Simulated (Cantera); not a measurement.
Feed: 1 mol C2H4, 4.5 mol H2, 0.0094 mol O2, at 1875 K and 47.0 bar.

Method: chemical equilibrium by Gibbs-energy minimisation in Cantera with the NASA 1993 tables (ideal gas, pure condensed phases). Candidate condensed phases: C, C6H6, C7H8, C8H18, H2O; 110 gas species. The ideal-gas law is rough above about 30 bar. The numbers say what is thermodynamically allowed, not how fast it happens.

Question: What is the equilibrium state?

Answer: 
| Property | Value |
|---|---|
| x(H2) | 0.970 |
| x(CH4) | 0.0268 |
| x(CO) | 0.00294 |
| x(C2H2 (acetylene)) | 0.000307 |
| x(C2H4) | 0.000199 |
| x(H) | 9.41e-5 |
| x(CH3) | 5.22e-5 |
| x(H2O) | 2.67e-5 |
| x(C2H6) | 8.11e-6 |
| n(C(graphite)) | 1.80 mol |
| gas amount | 6.347 mol |
